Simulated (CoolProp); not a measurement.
Vapour-liquid equilibrium of toluene (1) + o-xylene (2) at 309.7 K; x and y are mole fractions of (1).

Computed with CoolProp (multi-fluid Helmholtz-energy mixture model, Lemmon 2006 and Zhou 2012; pair parameters Bell 2016).

```
x     bubble pressure (MPa)  y at the bubble point  dew pressure at overall composition x (MPa)  liquid density (mol/L)
----  ---------------------  ---------------------  -------------------------------------------  ----------------------
0.05               0.001956             (withheld)                                   (withheld)                   8.208
0.2              (withheld)                  0.495                                   (withheld)              (withheld)
0.35               0.003488                  0.682                                     0.002315                   8.511
0.5                0.004260                  0.800                                     0.002727                   8.669
0.65               0.005013                  0.880                                   (withheld)                   8.833
0.8                0.005748             (withheld)                                     0.004261                   9.003
0.95               0.006476                  0.986                                     0.005906                   9.179
```

Q: Complete the blanks.

A: 
- 0.05, y at the bubble point: 0.167
- 0.05, dew pressure at overall composition x (MPa): 0.001781
- 0.2, bubble pressure (MPa): 0.002711
- 0.2, dew pressure at overall composition x (MPa): 0.002013
- 0.2, liquid density (mol/L): 8.357
- 0.65, dew pressure at overall composition x (MPa): 0.003323
- 0.8, y at the bubble point: 0.939

No azeotrope shows between x = 0.05 and 0.95.

The pair parameters rest on a limited set of measurements; away from them the model extrapolates. The gap from Raoult's law changes sign with composition, which may be real or a fault of the pair parameters; it wasn't checked against measurements.
